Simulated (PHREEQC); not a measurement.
Solution (25 °C): 0.022 mol/kgw HF, 0.2 mol/kgw NH4F and 0.055 mol/kgw H2SiF6. Closed to the air; pH follows from the charge balance.

Equilibrium calculation in PHREEQC: ion-association model, wateq4f.dat.

No solid was allowed to form.

Question: Predict the pH, ionic strength, activity of water.

Answer: pH 2.95; ionic strength 0.256 mol/kgw; activity of water 0.993.

Question: In which forms is F present?

Answer: SiF6-2 60 %, HF 14 %, F- 13 %, HF2- 7.9 %, H2F2 5.9 % of the F.

wateq4f.dat counts part of the HF as a dimer, H2F2, which phreeqc.dat doesn't know; its constant is uncertain. SiF6-2 is the database's only silicon fluoride.
